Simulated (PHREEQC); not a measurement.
Solution (25 °C): 0.0037 mol/kgw (NH4)2CO3. Closed to the air; pH follows from the charge balance.

Model: ion-association model, phreeqc.dat, run in PHREEQC.

Each row changes one thing in this solution. Precipitation was switched off in this run.

| case | pH | ionic strength (mol/kgw) | NH4+ (mol/kgw) | NH3 (mol/kgw) |
|---|---|---|---|---|
| as made | 9.20 | 0.00433 | 0.00402 | 0.00338 |
| temperature from 25 to 65 °C | 8.19 | 0.00378 | 0.00373 | 0.00367 |
| (NH4)2CO3 replaced by (NH4)2SiF6 at the same molality | 3.20 | 0.0112 | 0.00740 | 5.98e-9 |
| diluted 10-fold with water | 9.16 | 0.000435 | 0.000410 | 0.000330 |

Species that the database lacks are ignored. Some of these states are supersaturated (in Quartz (slow to form), Chalcedony (slow to form), for instance). Constants without temperature data keep their 25 °C values here. SiF6-2 is the database's only silicon fluoride.
